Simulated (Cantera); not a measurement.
What does this Cantera script print?

```python
import numpy as np
import cantera as ct

gas_names = [...]  # 91 gases of nasa_gas.yaml made of C, Cl, H
cond_names = """
    C(gr) C6H6(L) C7H8(L) C8H18(L),n-octa
""".split()


# ... load() reads the species with a 1 bar reference pressure and builds the phases ...
atoms = {
    'CH3Cl': {'C': 1, 'H': 3, 'CL': 1},
    'HCl': {'H': 1, 'CL': 1},
    'H2': {'H': 2},
}
top_T = {'C(gr)': 4500}  # K; cautious upper limits of use, not melting points


# ... equilibrate(T, P, feed) seeds the gas with the atoms and calls Mixture.equilibrate('TP', solver="vcs", rtol=1e-11, max_steps=5000) ...
results = []
feed = {'CH3Cl': 1, 'HCl': 1.8, 'H2': 8.8}  # mol
P = 32000  # Pa
for T in [1550, 1625, 1700, 1775, 1850, 1925, 2000, 2075, 2150, 2225, 2300, 2375]:
    mix = equilibrate(T, P, feed)
    results.append((T, P, feed, dict(zip(mix.species_names, mix.species_moles))))

top = {s: max(r[3][s] / sum(r[3][g] for g in gas_names) for r in results) for s in gas_names}
cols = sorted((s for s in top if top[s] > 0.0001), key=lambda s: -top[s])[:5]
seen = [c for c in cond_names if any(r[3].get(c, 0) > 1e-12 for r in results)]
print("log10 of partial pressures in bar; condensed amounts in mol")
print(f"{'T/K':>10s}" + "".join(f"{s[:9]:>10s}" for s in cols + seen))
for T, P, feed, n in results:
    ng = sum(n[g] for g in gas_names)
    print(f"{T:10.4g}" + "".join(f"{np.log10(max(n[s] / ng * P / 1e5, 1e-99)):10.3f}" for s in cols)
          + "".join(f"{n.get(c, 0):10.4g}" for c in seen))
```

It prints:

```
log10 of partial pressures in bar; condensed amounts in mol
       T/K        H2       HCL         H C2H2,acet        CL     C(gr)
      1550    -0.604    -1.148    -4.804    -5.399    -5.445    0.9947
      1625    -0.604    -1.148    -4.454    -5.053    -5.101    0.9957
      1700    -0.604    -1.148    -4.134    -4.739    -4.787    0.9959
      1775    -0.604    -1.148    -3.841    -4.451    -4.499    0.9951
      1850    -0.605    -1.149    -3.571    -4.187    -4.234    0.9932
      1925    -0.605    -1.149    -3.322    -3.944    -3.990    0.9897
      2000    -0.606    -1.150    -3.092    -3.720    -3.764    0.9838
      2075    -0.607    -1.151    -2.878    -3.513    -3.554    0.9747
      2150    -0.608    -1.152    -2.679    -3.321    -3.359    0.9612
      2225    -0.610    -1.155    -2.494    -3.143    -3.178    0.9419
      2300    -0.613    -1.158    -2.321    -2.978    -3.008     0.915
      2375    -0.617    -1.163    -2.159    -2.824    -2.850    0.8785
```

Equilibrium computed with Cantera from the NASA thermochemical tables; the gas is ideal and each condensed phase is pure.
